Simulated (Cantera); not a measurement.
Standard-state values (1 bar) from the NASA 1993 polynomials, evaluated with Cantera. Values are per mole of reaction as written; species without (g) are pure solids or liquids, kept so even where they would boil at 1 bar. ZrN: taken at fixed stoichiometry.

3 H₂O(g) + 5 ZrN = 2 NH₃(g) + 3 NO(g) + 5 Zr, with ΔH° = 2733.6 kJ and ΔS° = 450.9 J/K at 300 K.

How far is the shortcut ΔG° ≈ ΔH°(300 K) − T·ΔS°(300 K) from the full temperature-dependent value at 500, 700, 900, 1100, 1300, 1500, 1700, 1900 K?


```csv
T (K),shortcut (kJ),full (kJ),difference (kJ),difference in log10 K,condensed phases
500,2508.1,2509.5,-1.3,0.14,"ZrN(s), Zr(α)"
700,2418.0,2423.1,-5.2,0.39,"ZrN(s), Zr(α)"
900,2327.8,2338.6,-10.8,0.63,"ZrN(s), Zr(α)"
1100,2237.6,2254.9,-17.3,0.82,"ZrN(s), Zr(α)"
1300,2147.4,2169.2,-21.8,0.87,"ZrN(s), Zr(β)"
1500,2057.2,2083.9,-26.7,0.93,"ZrN(s), Zr(β)"
1700,1967.0,1999.6,-32.6,1.00,"ZrN(s), Zr(β)"
1900,1876.8,1916.2,-39.3,1.08,"ZrN(s), Zr(β)"
```
The shortcut ignores heat capacities and the phase changes listed.
